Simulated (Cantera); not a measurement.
What does this Cantera script print?

```python
import numpy as np
import cantera as ct

gas_names = """
    Ca CaCL CaCL2 CaO Ca2 CL CLO CL2 O O2 O3
""".split()
cond_names = """
    Ca(a) Ca(b) Ca(L) CaCL2(s) CaCL2(L) CaO(s) CaO(L)
""".split()


# ... load() reads the species with a 1 bar reference pressure and builds the phases ...
atoms = {
    'CaO': {'Ca': 1, 'O': 1},
    'Cl2': {'CL': 2},
    'O2': {'O': 2},
}
top_T = {}  # K; cautious upper limits of use, not melting points


# ... equilibrate(T, P, feed) seeds the gas with the atoms and calls Mixture.equilibrate('TP', solver="vcs", rtol=1e-11, max_steps=5000) ...
results = []
feed = {'CaO': 1, 'Cl2': 1.2, 'O2': 3.8}  # mol
P = 130  # Pa
for T in [850, 900, 950, 1000, 1050, 1100, 1150, 1200, 1250, 1300]:
    mix = equilibrate(T, P, feed)
    results.append((T, P, feed, dict(zip(mix.species_names, mix.species_moles))))

top = {s: max(r[3][s] / sum(r[3][g] for g in gas_names) for r in results) for s in gas_names}
cols = sorted((s for s in top if top[s] > 1e-06), key=lambda s: -top[s])[:8]
seen = [c for c in cond_names if any(r[3].get(c, 0) > 1e-12 for r in results)]
print("log10 of partial pressures in bar; condensed amounts in mol")
print(f"{'T/K':>10s}" + "".join(f"{s[:9]:>10s}" for s in cols + seen))
for T, P, feed, n in results:
    ng = sum(n[g] for g in gas_names)
    print(f"{T:10.4g}" + "".join(f"{np.log10(max(n[s] / ng * P / 1e5, 1e-99)):10.3f}" for s in cols)
          + "".join(f"{n.get(c, 0):10.4g}" for c in seen))
```

Output:

```
log10 of partial pressures in bar; condensed amounts in mol
       T/K        O2        CL     CaCL2       CL2       CLO         O  CaCL2(s)  CaCL2(L)
       850    -2.906    -6.674   -10.549    -4.239    -9.127   -13.583         1         0
       900    -2.906    -6.251    -9.475    -4.240    -8.780   -12.722         1         0
       950    -2.906    -5.874    -8.517    -4.244    -8.471   -11.951         1         0
      1000    -2.906    -5.536    -7.659    -4.250    -8.195   -11.257    0.9999         0
      1050    -2.907    -5.232    -6.891    -4.262    -7.948   -10.628         0    0.9996
      1100    -2.908    -4.961    -6.256    -4.284    -7.729   -10.057         0    0.9981
      1150    -2.910    -4.722    -5.680    -4.321    -7.539    -9.535         0    0.9927
      1200    -2.913    -4.516    -5.156    -4.382    -7.378    -9.058         0    0.9754
      1250    -2.921    -4.346    -4.677    -4.478    -7.252    -8.620         0    0.9247
      1300    -2.936    -4.219    -4.238    -4.626    -7.170    -8.220         0    0.7856
```

These are equilibrium values from Cantera (NASA tables, ideal gas, pure condensed phases), not measurements of a reactor. Condensed phases not in the tables: oxide chlorides.
